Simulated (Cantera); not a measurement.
Input (Python, Cantera) and output of one run.

```python
import numpy as np
import cantera as ct

gas_names = """
    C CH CH2 CH3 CH4 C2 C2H C2H2,acetylene C2H2,vinylidene C2H3,vinyl C2H4 C2H5 C2H6 C3 C3H3,propargyl
    C3H4,allene C3H4,propyne C3H4,cyclo- C3H5,allyl C3H6,propylene C3H6,cyclo- C3H7,n-propyl
    C3H7,i-propyl C3H8 C4 C4H2 C4H4,1,3-cyclo- C4H6,butadiene C4H6,2-butyne C4H6,cyclo- C4H8,1-butene
    C4H8,cis2-buten C4H8,tr2-butene C4H8,isobutene C4H8,cyclo- C4H9,n-butyl C4H9,i-butyl C4H9,s-butyl
    C4H9,t-butyl C4H10,isobutane C4H10,n-butane C5 C5H6,1,3cyclo- C5H8,cyclo- C5H10,1-pentene
    C5H10,cyclo- C5H11,pentyl C5H11,t-pentyl C5H12,n-pentane C5H12,i-pentane CH3C(CH3)2CH3 C6H2
    C6H5,phenyl C6H6 C6H10,cyclo- C6H12,1-hexene C6H12,cyclo- C6H13,n-hexyl C7H7,benzyl C7H8
    C7H14,1-heptene C7H15,n-heptyl C7H16,n-heptane C8H8,styrene C8H10,ethylbenz C8H16,1-octene
    C8H17,n-octyl C8H18,isooctane C8H18,n-octane C9H19,n-nonyl C10H8,naphthale C10H21,n-decyl
    C12H9,o-bipheny C12H10,bipheny H H2 Si SiC SiC2 SiC4H12 SiH SiH2 SiH3 SiH4 Si2 Si2C Si3
""".split()
cond_names = """
    C(gr) C6H6(L) C7H8(L) C8H18(L),n-octa Si(cr) Si(L) SiC(b)
""".split()


def load(file, names, dense=False):
    # The tables refer to 1 bar. Condensed volumes are neglected.
    table = {s.name: s for s in ct.Species.list_from_file(file)}
    out = []
    for n in names:
        d = dict(table[n].input_data)
        d["thermo"] = dict(d["thermo"], **{"reference-pressure": 1e5})
        if dense:
            d["equation-of-state"] = {"model": "constant-volume", "density": "1e6 g/cm^3"}
        out.append(ct.Species.from_dict(d))
    return out


gas = ct.Solution(thermo="ideal-gas", species=load("nasa_gas.yaml", gas_names))
cond = {s.name: ct.Solution(thermo="fixed-stoichiometry", species=[s], name=s.name)
        for s in load("nasa_condensed.yaml", cond_names, dense=True)}
atoms = {
    'Si(CH3)4': {'Si': 1, 'C': 4, 'H': 12},
    'C2H4': {'C': 2, 'H': 4},
    'H2': {'H': 2},
    'CH4': {'C': 1, 'H': 4},
}
top_T = {'C(gr)': 4500, 'SiC(b)': 3050}  # K; cautious upper limits of use, not melting points


def equilibrate(T, P, feed):
    n = {}
    for name, mol in feed.items():
        for a, k in atoms[name].items():
            n[a] = n.get(a, 0.0) + k * mol
    gas.TPX = T, P, n
    mass = sum(n.values()) * gas.mean_molecular_weight
    gas.equilibrate("TP")
    valid = [c for c in cond.values() if c.min_temp <= T <= top_T.get(c.name, c.max_temp)]
    mix = ct.Mixture([(gas, mass / gas.mean_molecular_weight)] + [(c, 0.0) for c in valid])
    mix.T, mix.P = T, P
    mix.equilibrate("TP", solver="vcs", rtol=1e-11, max_steps=5000)
    return mix


results = []
feed = {'Si(CH3)4': 1, 'C2H4': 0.53, 'H2': 58, 'CH4': 0.013}  # mol
P = 8200  # Pa
for T in [973, 1173, 1373, 1573, 1773, 1973, 2173, 2373, 2573]:
    mix = equilibrate(T, P, feed)
    results.append((T, P, feed, dict(zip(mix.species_names, mix.species_moles))))
    x = sorted(zip(gas.X, gas.species_names), reverse=True)
    print(f"T = {T:g} K  P = {P:g} Pa  gas = {mix.phase_moles(0):.4g} mol")
    print("   x: " + "  ".join(f"{s} {v:.3e}" for v, s in x if v > 0.001))
    print("   condensed (mol): " + ("  ".join(f"{mix.phase(i).name} {mix.phase_moles(i):.4g}"
          for i in range(1, mix.n_phases) if mix.phase_moles(i) > 1e-12) or "none"))
```

It prints:

```
T = 973 K  P = 8200 Pa  gas = 64.42 mol
   x: H2 9.897e-01  CH4 1.032e-02
   condensed (mol): C(gr) 3.408  SiC(b) 1
T = 1173 K  P = 8200 Pa  gas = 64.98 mol
   x: H2 9.984e-01  CH4 1.590e-03
   condensed (mol): C(gr) 3.97  SiC(b) 1
T = 1373 K  P = 8200 Pa  gas = 65.06 mol
   x: H2 9.996e-01
   condensed (mol): C(gr) 4.046  SiC(b) 1
T = 1573 K  P = 8200 Pa  gas = 65.08 mol
   x: H2 9.997e-01
   condensed (mol): C(gr) 4.06  SiC(b) 1
T = 1773 K  P = 8200 Pa  gas = 65.11 mol
   x: H2 9.988e-01
   condensed (mol): C(gr) 4.05  SiC(b) 0.9999
T = 1973 K  P = 8200 Pa  gas = 65.24 mol
   x: H2 9.946e-01  H 4.699e-03
   condensed (mol): C(gr) 3.989  SiC(b) 0.9981
T = 2173 K  P = 8200 Pa  gas = 65.66 mol
   x: H2 9.807e-01  H 1.669e-02  C2H2,acetylene 2.164e-03
   condensed (mol): C(gr) 3.812  SiC(b) 0.9686
T = 2373 K  P = 8200 Pa  gas = 67 mol
   x: H2 9.416e-01  H 4.733e-02  C2H2,acetylene 5.793e-03  Si 3.718e-03
   condensed (mol): C(gr) 3.55  SiC(b) 0.6252
T = 2573 K  P = 8200 Pa  gas = 69.92 mol
   x: H2 8.620e-01  H 1.114e-01  C2H2,acetylene 1.257e-02  Si 9.438e-03  SiC2 3.001e-03
   condensed (mol): C(gr) 2.807
```

Method: chemical equilibrium by Gibbs-energy minimisation in Cantera with the NASA 1993 tables (ideal gas, pure condensed phases). Gases not in the tables: Si2H6 and higher silanes.
